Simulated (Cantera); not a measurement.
# Adiabatic ignition

An adiabatic, constant-volume homogeneous reactor starts with 11.5 % H₂, 18.6 % O₂, 69.9 % N₂, equivalence ratio 0.31, at 1200 K and 1350 Torr.

Detailed kinetics in Cantera: the H2/O2 subset of GRI-Mech 3.0, which has no nitrogen chemistry.

```csv
t (s),T (K),P (bar),x H₂,x O₂,x OH,x HO₂,x H,x O
4.00e-6,1200,1.80,0.115,0.186,3.98e-9,1.80e-8,2.13e-8,7.09e-9
1.13e-5,1200,1.80,0.115,0.186,1.83e-7,4.79e-7,9.39e-7,3.31e-7
3.18e-5,1534,2.26,0.0262,0.139,0.00988,0.000114,0.0231,0.0158
8.96e-5,2190,3.10,0.000458,0.134,0.00530,7.04e-6,0.000146,0.00121
0.000253,2206,3.12,0.000222,0.135,0.00378,6.29e-6,4.98e-5,0.000590
0.000712,2206,3.12,0.000221,0.135,0.00378,6.29e-6,4.95e-5,0.000588
0.00201,2206,3.12,0.000221,0.135,0.00378,6.29e-6,4.95e-5,0.000588
0.00566,2206,3.12,0.000221,0.135,0.00378,6.29e-6,4.95e-5,0.000588
0.0159,2206,3.12,0.000221,0.135,0.00378,6.29e-6,4.95e-5,0.000588
0.0449,2206,3.12,0.000221,0.135,0.00378,6.29e-6,4.95e-5,0.000588
0.127,2206,3.12,0.000221,0.135,0.00378,6.29e-6,4.95e-5,0.000588
0.357,2206,3.12,0.000221,0.135,0.00378,6.29e-6,4.95e-5,0.000588
1.01,2206,3.12,0.000221,0.135,0.00378,6.29e-6,4.95e-5,0.000588
2.84,2206,3.12,0.000221,0.135,0.00378,6.29e-6,4.95e-5,0.000588
8.00,2206,3.12,0.000221,0.135,0.00378,6.29e-6,4.95e-5,0.000588
```
x: mole fraction; the columns are a selection and need not sum to one.

```yaml
time_of_steepest_temperature_rise: 31.6 µs
temperature at 8.00 s: 2206 K
equilibrium_temperature: 2206 K
x(H₂) at 8.00 s: 0.000221 (gas-phase equilibrium 0.000221)
x(O₂) at 8.00 s: 0.135 (gas-phase equilibrium 0.135)
x(OH) at 8.00 s: 0.00378 (gas-phase equilibrium 0.00378)
```
